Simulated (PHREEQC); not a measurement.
**Acid rinse or clean: speciation**

Make-up at 20 °C: 79 mmol/kgw HCl, 17 mmol/kgw NaCl and 0.15 mmol/kgw KCl. Closed to the air; pH follows from the charge balance.

All values are PHREEQC results (ion-association model, phreeqc.dat), not measurements.

Precipitation was switched off in this run.

Task: What pH does the model give?

Result: pH 1.18.

Complexes and solids missing from the database can't appear.
